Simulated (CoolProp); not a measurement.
Properties of octamethylcyclotetrasiloxane (D4) along the isotherm 463 K.

The numbers come from the reference Helmholtz-energy equation of state, Thol 2015 in CoolProp.

```json
[
 {"p (bar)": "4.21", "phase": "liquid", "density (kg/m³)": "746.9", "cp (kJ/(kg K))": "2.031", "cv (kJ/(kg K))": "1.747", "expansivity (1/kK)": "1.966"},
 {"p (bar)": "8.42", "phase": "liquid", "density (kg/m³)": "749.5", "cp (kJ/(kg K))": "2.027", "cv (kJ/(kg K))": "1.747", "expansivity (1/kK)": "___"},
 {"p (bar)": "12.6", "phase": "liquid", "density (kg/m³)": "752.0", "cp (kJ/(kg K))": "2.023", "cv (kJ/(kg K))": "1.747", "expansivity (1/kK)": "1.870"},
 {"p (bar)": "16.8", "phase": "liquid", "density (kg/m³)": "754.4", "cp (kJ/(kg K))": "2.020", "cv (kJ/(kg K))": "1.746", "expansivity (1/kK)": "1.828"},
 {"p (bar)": "21.1", "phase": "liquid", "density (kg/m³)": "___", "cp (kJ/(kg K))": "2.017", "cv (kJ/(kg K))": "1.746", "expansivity (1/kK)": "1.788"},
 {"p (bar)": "25.3", "phase": "liquid", "density (kg/m³)": "759.0", "cp (kJ/(kg K))": "2.014", "cv (kJ/(kg K))": "1.746", "expansivity (1/kK)": "1.751"},
 {"p (bar)": "29.5", "phase": "liquid", "density (kg/m³)": "761.2", "cp (kJ/(kg K))": "2.012", "cv (kJ/(kg K))": "1.745", "expansivity (1/kK)": "1.717"},
 {"p (bar)": "33.7", "phase": "liquid", "density (kg/m³)": "763.4", "cp (kJ/(kg K))": "2.009", "cv (kJ/(kg K))": "1.745", "expansivity (1/kK)": "1.685"},
 {"p (bar)": "37.9", "phase": "liquid", "density (kg/m³)": "765.4", "cp (kJ/(kg K))": "2.007", "cv (kJ/(kg K))": "1.745", "expansivity (1/kK)": "1.655"},
 {"p (bar)": "42.1", "phase": "liquid", "density (kg/m³)": "767.4", "cp (kJ/(kg K))": "2.005", "cv (kJ/(kg K))": "1.745", "expansivity (1/kK)": "1.627"},
 {"p (bar)": "46.3", "phase": "liquid", "density (kg/m³)": "769.4", "cp (kJ/(kg K))": "2.003", "cv (kJ/(kg K))": "1.744", "expansivity (1/kK)": "1.600"},
 {"p (bar)": "50.5", "phase": "liquid", "density (kg/m³)": "771.3", "cp (kJ/(kg K))": "___", "cv (kJ/(kg K))": "1.744", "expansivity (1/kK)": "1.575"},
 {"p (bar)": "54.7", "phase": "liquid", "density (kg/m³)": "773.1", "cp (kJ/(kg K))": "___", "cv (kJ/(kg K))": "1.744", "expansivity (1/kK)": "1.551"},
 {"p (bar)": "58.9", "phase": "liquid", "density (kg/m³)": "774.9", "cp (kJ/(kg K))": "1.998", "cv (kJ/(kg K))": "1.744", "expansivity (1/kK)": "1.528"},
 {"p (bar)": "63.2", "phase": "liquid", "density (kg/m³)": "776.7", "cp (kJ/(kg K))": "1.996", "cv (kJ/(kg K))": "1.744", "expansivity (1/kK)": "1.506"},
 {"p (bar)": "67.4", "phase": "liquid", "density (kg/m³)": "___", "cp (kJ/(kg K))": "1.995", "cv (kJ/(kg K))": "1.744", "expansivity (1/kK)": "1.485"}
]
```

Task: Complete the blanks.

Result: 
- 8.42, expansivity (1/kK): 1.916
- 21.1, density (kg/m³): 756.8
- 50.5, cp (kJ/(kg K)): 2.001
- 54.7, cp (kJ/(kg K)): 1.999
- 67.4, density (kg/m³): 778.5
